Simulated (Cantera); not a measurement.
Low-pressure radical oxidation in H2/O2

An isothermal, constant-pressure homogeneous reactor starts with H2 : O2 = 0.019 : 1 (molar parts), equivalence ratio 0.0095, at 1248 K and 1.50 Torr.

Computed with Cantera and GRI-Mech 3.0 (53 species, 325 reactions). Radical loss at walls, strong at low pressure, is not modelled.

```json
[
 {"t (s)": "0.000100", "x H2": "0.0186", "x O2": "0.981", "x H": "4.93e-10", "x OH": "1.12e-10", "x H2O": "3.59e-12", "x HO2": "6.03e-10"},
 {"t (s)": "0.000315", "x H2": "0.0186", "x O2": "0.981", "x H": "1.12e-9", "x OH": "8.35e-10", "x H2O": "8.97e-11", "x HO2": "1.90e-9"},
 {"t (s)": "0.000992", "x H2": "0.0186", "x O2": "0.981", "x H": "2.30e-9", "x OH": "4.76e-9", "x H2O": "1.75e-9", "x HO2": "5.99e-9"},
 {"t (s)": "0.00312", "x H2": "0.0186", "x O2": "0.981", "x H": "9.46e-9", "x OH": "3.25e-8", "x H2O": "3.33e-8", "x HO2": "1.88e-8"},
 {"t (s)": "0.00984", "x H2": "0.0186", "x O2": "0.981", "x H": "4.39e-7", "x OH": "1.69e-6", "x H2O": "2.71e-6", "x HO2": "5.99e-8"},
 {"t (s)": "0.0310", "x H2": "0.00220", "x O2": "0.967", "x H": "0.00201", "x OH": "0.00313", "x H2O": "0.0139", "x HO2": "2.81e-7"},
 {"t (s)": "0.0976", "x H2": "0.000137", "x O2": "0.964", "x H": "0.00129", "x OH": "0.00165", "x H2O": "0.0170", "x HO2": "1.97e-7"},
 {"t (s)": "0.307", "x H2": "0.000132", "x O2": "0.965", "x H": "0.00122", "x OH": "0.00162", "x H2O": "0.0171", "x HO2": "1.95e-7"},
 {"t (s)": "0.968", "x H2": "0.000118", "x O2": "0.967", "x H": "0.00102", "x OH": "0.00153", "x H2O": "0.0173", "x HO2": "1.86e-7"},
 {"t (s)": "3.05", "x H2": "8.47e-5", "x O2": "0.971", "x H": "0.000607", "x OH": "0.00130", "x H2O": "0.0177", "x HO2": "1.62e-7"},
 {"t (s)": "9.60", "x H2": "3.74e-5", "x O2": "0.977", "x H": "0.000173", "x OH": "0.000867", "x H2O": "0.0182", "x HO2": "1.10e-7"},
 {"t (s)": "30.2", "x H2": "8.53e-6", "x O2": "0.980", "x H": "1.86e-5", "x OH": "0.000415", "x H2O": "0.0186", "x HO2": "4.79e-8"},
 {"t (s)": "95.3", "x H2": "1.30e-6", "x O2": "0.981", "x H": "1.10e-6", "x OH": "0.000162", "x H2O": "0.0187", "x HO2": "1.35e-8"},
 {"t (s)": "300", "x H2": "1.98e-7", "x O2": "0.981", "x H": "6.53e-8", "x OH": "6.33e-5", "x H2O": "0.0188", "x HO2": "4.45e-9"}
]
```
x: mole fraction; the columns are a selection and need not sum to one.

Equilibrium at this temperature and pressure: H2 1.42e-8, O2 0.981, H 1.25e-9, OH 1.70e-5, H2O 0.0188, HO2 6.53e-9 (gas phase only).
